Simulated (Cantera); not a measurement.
## Si₂H₆ + Cl₂ + H₂ (silicon epitaxy and polysilicon growth)

Feed: 1 mol Si₂H₆, 0.23 mol Cl₂, 17 mol H₂, held at 82.0 mbar.

Cantera equilibrium calculation (NASA polynomials, part measured and part estimated; ideal gas, pure solids and liquids). Candidate condensed phases: Si; 19 gas species. The feed counts by its element totals alone. The tables' values for SiCl₃ are old estimates; treat these amounts as uncertain. Equilibrium is a limit: real reactors are often held back by kinetics, nucleation or transport.

```csv
T (°C),log p H₂,log p HCl,log p SiCl₄,log p SiHCl₃,log p SiCl₂,log p SiCl₃,log p SiH₂Cl₂,log p H,n Si(s)
677,-1.09,-3.33,-3.67,-3.78,-5.37,-5.29,-4.88,-9.80,1.90
727,-1.09,-3.16,-3.77,-3.86,-4.99,-5.07,-4.91,-9.19,1.92
777,-1.09,-3.02,-3.91,-3.97,-4.67,-4.92,-4.98,-8.64,1.93
827,-1.09,-2.91,-4.13,-4.14,-4.42,-4.85,-5.08,-8.13,1.95
877,-1.09,-2.84,-4.44,-4.38,-4.25,-4.86,-5.22,-7.67,1.96
927,-1.10,-2.81,-4.82,-4.67,-4.15,-4.95,-5.41,-7.25,1.97
977,-1.10,-2.79,-5.24,-4.99,-4.09,-5.09,-5.61,-6.86,1.97
1027,-1.10,-2.78,-5.66,-5.31,-4.05,-5.24,-5.81,-6.50,1.97
1077,-1.10,-2.78,-6.06,-5.62,-4.02,-5.39,-6.01,-6.17,1.97
1127,-1.10,-2.78,-6.45,-5.91,-4.00,-5.54,-6.20,-5.86,1.97
1177,-1.10,-2.78,-6.81,-6.19,-3.98,-5.68,-6.37,-5.57,1.97
1227,-1.10,-2.78,-7.15,-6.44,-3.97,-5.81,-6.54,-5.30,1.97
```
log p: log10 of the partial pressure in bar; n: condensed amount in mol.

From 677 °C to 1227 °C the condensed part is Si(s). The main Si-bearing gas is SiCl₄ at 677 °C and SiCl₂ at 1227 °C.
